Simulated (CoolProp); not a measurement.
Toluene along the isotherm 346.85 °C: Z from the reference equation and from simpler models built on Tc = 318.6 °C, pc = 4.126 MPa, ω = 0.266; each cubic takes its own stable root.

The numbers come from the reference Helmholtz-energy equation of state, Lemmon 2006 in CoolProp. It is a short technical equation, of lower accuracy than the large ones.

```tsv
p (MPa)	phase	reference
0.0196	gas	0.9985
0.0305	gas	0.9977
0.0475	gas	0.9964
0.0739	gas	0.9943
0.115	gas	0.9912
0.179	gas	0.9862
0.279	gas	0.9785
0.434	gas	0.9663
0.676	gas	0.9469
1.05	gas	0.9162
1.64	gas	0.8652
2.55	gas	0.7792
3.98	gas	0.6160
6.19	supercritical	0.2957
```

Q: How far does each simpler model (van der Waals, Redlich-Kwong, Soave-Redlich-Kwong, Peng-Robinson) lie from the reference over these 14 states: mean and median of the absolute difference, and the worst?

A: 
- van der Waals: mean 2.9 %, median 0.4 %, worst +27.0 % at 346.85 °C and 6.19 MPa
- Redlich-Kwong: mean 1.5 %, median 0.1 %, worst +16.6 % at 346.85 °C and 6.19 MPa
- Soave-Redlich-Kwong: mean 2.5 %, median 0.2 %, worst +25.5 % at 346.85 °C and 6.19 MPa
- Peng-Robinson: mean 1.3 %, median 0.1 %, worst +16.2 % at 346.85 °C and 6.19 MPa
